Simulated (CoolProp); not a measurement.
Saturation properties of diethyl ether.

Computed with CoolProp (reference Helmholtz-energy equation of state, Thol 2014).

```json
[
 {"T (°C)": "79.15", "p (kPa)": "393.7", "enthalpy of vaporisation (kJ/kg)": "315.0", "surface tension (mN/m)": "10.3"},
 {"T (°C)": "87.15", "p (kPa)": "482.1", "enthalpy of vaporisation (kJ/kg)": "306.1", "surface tension (mN/m)": "9.37"},
 {"T (°C)": "95.05", "p (kPa)": "583.3", "enthalpy of vaporisation (kJ/kg)": "297.0", "surface tension (mN/m)": "8.51"},
 {"T (°C)": "103.05", "p (kPa)": "701.1", "enthalpy of vaporisation (kJ/kg)": "287.2", "surface tension (mN/m)": "7.66"},
 {"T (°C)": "111.05", "p (kPa)": "835.8", "enthalpy of vaporisation (kJ/kg)": "276.8", "surface tension (mN/m)": "6.81"},
 {"T (°C)": "118.95", "p (kPa)": "986.7", "enthalpy of vaporisation (kJ/kg)": "265.9", "surface tension (mN/m)": "6.00"},
 {"T (°C)": "126.95", "p (kPa)": "1159", "enthalpy of vaporisation (kJ/kg)": "254.1", "surface tension (mN/m)": "5.20"},
 {"T (°C)": "134.85", "p (kPa)": "1351", "enthalpy of vaporisation (kJ/kg)": "241.6", "surface tension (mN/m)": "4.42"},
 {"T (°C)": "142.85", "p (kPa)": "1568", "enthalpy of vaporisation (kJ/kg)": "227.7", "surface tension (mN/m)": "3.67"},
 {"T (°C)": "150.75", "p (kPa)": "1807", "enthalpy of vaporisation (kJ/kg)": "212.6", "surface tension (mN/m)": "2.95"},
 {"T (°C)": "158.75", "p (kPa)": "2076", "enthalpy of vaporisation (kJ/kg)": "195.5", "surface tension (mN/m)": "2.26"},
 {"T (°C)": "166.75", "p (kPa)": "2376", "enthalpy of vaporisation (kJ/kg)": "175.8", "surface tension (mN/m)": "1.60"}
]
```

It boils at 34.5 °C under 1 atm.

Surface tension comes from a separate correlation (Mulero 2014).
